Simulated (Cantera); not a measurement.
Feed: 1 mol trisilylamine, 0.74 mol NH3, at 1330 Pa.

Cantera equilibrium calculation (NASA polynomials, part measured and part estimated; ideal gas, pure solids and liquids). Candidate condensed phases: Si, Si3N4; 18 gas species. The feed counts by its element totals alone. Mutual solubility and eutectic melting of coexisting phases are not modelled. The numbers say what is thermodynamically allowed, not how fast it happens. All values below are at 1348 K.

Base state: H2 1.000, N2 0.000126, H 2.00e-5 (mole fractions); condensed: Si(s) + Si3N4(s).

### Question
What changes in the equilibrium state with this change: NH3 from 0.74 to 9.3 mol?

### Answer
```
species          before    after
-------------  --------  -------
H2                1.000    0.854
N2             0.000126    0.146
H               2.00e-5  1.85e-5
Si(s), mol         1.70        0
Si3N4(s), mol     0.435     1.00
```
